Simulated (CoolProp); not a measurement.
Vapour-liquid equilibrium of R134a (1) + R141b (2) at 336.6 K; x and y are mole fractions of (1).

The numbers come from the multi-fluid Helmholtz-energy mixture model, Tillner-Roth 1994 and Lemmon 2006; pair parameters Bell 2016 in CoolProp.

### Question
Give the bubble pressure and the first vapour's composition at x = 0.125, 0.575, 0.875. Is there an azeotrope?

### Answer
x = 0.125: 520.8 kPa, y = 0.508; x = 0.575: 1230 kPa, y = 0.855; x = 0.875: 1631 kPa, y = 0.952. No azeotrope shows between x = 0.05 and 0.95.

Pair parameters are fitted to limited data, so mixtures are less certain than the pure fluids.
